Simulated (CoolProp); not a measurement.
The fluid at 293.15 K and 0.125 MPa is compressed adiabatically to 0.348 MPa with isentropic efficiency 0.9. The same conditions are run with several fluids, on thermodynamics alone (safety and materials aside).

Model: reference Helmholtz-energy equation of state of each fluid (sulfur dioxide: Gao 2016; chloromethane (R40): Thol 2014; R407C: Lemmon 2003; CH2F2 (R32): Tillner-Roth 1997; ethylene: Smukala 2000), in CoolProp. Blends and air are pseudo-pure fits.

Problem. Rank sulfur dioxide, chloromethane (R40), R407C, CH2F2 (R32), ethylene by work (kJ/kg), highest first.

Solution. ethylene (108), chloromethane (R40) (59.3), CH2F2 (R32) (57.7), sulfur dioxide (47.0), R407C (33.2)

```csv
fluid,final temperature (K),final density (kg/m³)
sulfur dioxide,368.5,7.48
chloromethane (R40),365.3,5.96
R407C,334.9,11.2
CH2F2 (R32),361.3,6.16
ethylene,360.7,3.29
```
